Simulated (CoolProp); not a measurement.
A single-stage vapour-compression cycle with propylene: evaporating at 250.15 K (dew point), condensing at 317.15 K (bubble point), superheat 8 K, subcooling 5 K, compressor efficiency 0.9, no pressure losses. Each further row changes one setting.

The numbers come from the reference Helmholtz-energy equation of state, Lemmon 2013 in CoolProp.

```json
[
 {"case": "as stated", "cooling COP": "2.44", "pressure ratio": "6.56", "discharge temperature (K)": "347.2", "refrigerating effect (kJ/kg)": "265", "volumetric capacity (kJ/m³)": "1530"},
 {"case": "evaporating temperature 255.15 K", "cooling COP": "2.76", "pressure ratio": "5.50", "discharge temperature (K)": "[?]", "refrigerating effect (kJ/kg)": "[?]", "volumetric capacity (kJ/m³)": "[?]"},
 {"case": "condensing temperature 312.15 K", "cooling COP": "2.74", "pressure ratio": "[?]", "discharge temperature (K)": "[?]", "refrigerating effect (kJ/kg)": "279", "volumetric capacity (kJ/m³)": "1610"},
 {"case": "subcooling 10 K", "cooling COP": "[?]", "pressure ratio": "6.56", "discharge temperature (K)": "347.2", "refrigerating effect (kJ/kg)": "279", "volumetric capacity (kJ/m³)": "1610"},
 {"case": "superheat 18 K", "cooling COP": "2.46", "pressure ratio": "6.56", "discharge temperature (K)": "[?]", "refrigerating effect (kJ/kg)": "280", "volumetric capacity (kJ/m³)": "1540"},
 {"case": "compressor efficiency 0.8", "cooling COP": "2.17", "pressure ratio": "6.56", "discharge temperature (K)": "[?]", "refrigerating effect (kJ/kg)": "265", "volumetric capacity (kJ/m³)": "1530"}
]
```

Question: What belongs in the gaps?

Answer: 
- evaporating temperature 255.15 K, discharge temperature (K): 344.8
- evaporating temperature 255.15 K, refrigerating effect (kJ/kg): 270
- evaporating temperature 255.15 K, volumetric capacity (kJ/m³): 1840
- condensing temperature 312.15 K, pressure ratio: 5.87
- condensing temperature 312.15 K, discharge temperature (K): 341.3
- subcooling 10 K, cooling COP: 2.57
- superheat 18 K, discharge temperature (K): 357.2
- compressor efficiency 0.8, discharge temperature (K): 353.8
